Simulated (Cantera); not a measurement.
Charge: 1 mol Si3N4, 0.56 mol H2O, 37 mol H2, at 13300 Pa.

Cantera equilibrium calculation (NASA polynomials, part measured and part estimated; ideal gas, pure solids and liquids). Candidate condensed phases: H2O, Si, SiO2, Si2N2O, Si3N4; 35 gas species. Mutual solubility and eutectic melting of coexisting phases are not modelled. Gases not in the tables: Si2H6 and higher silanes. Rates play no part. All values below are at 1750 K.

Base state: H2 0.970, N2 0.0285, SiO 0.00109, H 0.000627, SiH2 2.02e-5, Si 1.13e-5 (mole fractions); condensed: Si(l) + Si2N2O(s) + Si3N4(s).

Task: What changes in the equilibrium state with this change: H2O from 0.56 to 0.016 mol?

Result: 
| species | before | after |
|---|---|---|
| H2 | 0.970 | 0.970 |
| N2 | 0.0285 | 0.0285 |
| H | 0.000627 | 0.000627 |
| SiO | 0.00109 | 0.000420 |
| SiH2 | 2.02e-5 | 2.02e-5 |
| Si | 1.13e-5 | 1.13e-5 |
| Si(l), mol | 1.35 | 1.61 |
| Si2N2O(s), mol | 0.518 | 0 |
| Si3N4(s), mol | 0.189 | 0.456 |

Task: What changes in the equilibrium state with this change: pressure from 13300 Pa to 0.760 Pa?

Result: 
```json
[
 {"species": "H2", "before": "0.970", "after": "0.811"},
 {"species": "H", "before": "0.000627", "after": "0.0760"},
 {"species": "Si", "before": "1.13e-5", "after": "0.0548"},
 {"species": "SiO", "before": "0.00109", "after": "0.0127"},
 {"species": "N2", "before": "0.0285", "after": "0.0452"},
 {"species": "Si2", "before": "5.82e-8", "after": "7.86e-5"},
 {"species": "SiN", "before": "3.58e-7", "after": "1.66e-5"},
 {"species": "SiH", "before": "5.36e-6", "after": "0.000180"},
 {"species": "SiH2", "before": "2.02e-5", "after": "4.69e-6"},
 {"species": "Si(l), mol", "before": "1.35", "after": "0"},
 {"species": "Si2N2O(s), mol", "before": "0.518", "after": "0"},
 {"species": "Si3N4(s), mol", "before": "0.189", "after": "0"}
]
```
The tables' values for SiN are old estimates; treat these amounts as uncertain.
